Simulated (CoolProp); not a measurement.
Decamethyltetrasiloxane (MD2M) at several states: density (kg/m³) from the reference equation and from simpler models built on Tc = 599.4 K, pc = 11.44 bar, ω = 0.635; each cubic takes its own stable root.

The numbers come from the reference Helmholtz-energy equation of state, Thol 2017 in CoolProp.

```csv
T (K),p (bar),phase,reference,Redlich-Kwong,Soave-Redlich-Kwong
553.2,0.307,gas,2.098,2.098,2.100
308.4,39.2,liquid,844.1,702.7,736.5
498,21.1,liquid,641.7,535.8,579.4
381.1,0.555,liquid,765.1,628.1,681.6
356.9,0.726,liquid,790.0,649.8,699.6
```
